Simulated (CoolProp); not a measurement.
cis-2-butene along the isobar 56.1 bar: density (kg/m³) from the reference equation and from simpler models built on Tc = 162.6 °C, pc = 42.36 bar, ω = 0.202; each cubic takes its own stable root.

The numbers come from the reference Helmholtz-energy equation of state, Lemmon 2005 in CoolProp. It is a short technical equation, of lower accuracy than the large ones.

| T (°C) | phase | reference | van der Waals | Redlich-Kwong |
|---|---|---|---|---|
| -60.25 | liquid | 712.4 | 440.1 | 648.0 |
| -28.55 | liquid | 680.3 | 424.4 | 620.3 |
| 3.25 | liquid | 647.1 | 407.3 | 589.1 |
| 34.95 | liquid | 612.1 | 388.5 | 554.1 |
| 66.65 | liquid | 573.9 | 367.3 | 514.0 |
| 98.45 | liquid | 530.0 | 342.7 | 466.8 |
| 130.15 | liquid | 475.7 | 312.5 | 408.5 |
| 161.85 | liquid | 391.6 | 270.7 | 325.8 |
